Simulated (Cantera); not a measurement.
Mixture: CH4 : O2 : N2 = 1 : 1.25 : 4.7 (molar parts), at 10.0 bar, adiabatic and at constant pressure. Ignition delay is the time to a rise of 400 K.

Detailed kinetics in Cantera: GRI-Mech 3.0 (53 species, 325 reactions).

Predict: delay at 1323 K; delay at 1423 K; delay at 1523 K; delay at 1623 K; delay at 1723 K; apparent activation energy between 1623 and 1723 K.


- delay at 1323 K: 1.44 ms
- delay at 1423 K: 0.499 ms
- delay at 1523 K: 0.185 ms
- delay at 1623 K: 73.8 µs
- delay at 1723 K: 31.8 µs
- apparent activation energy between 1623 and 1723 K: 200 kJ/mol
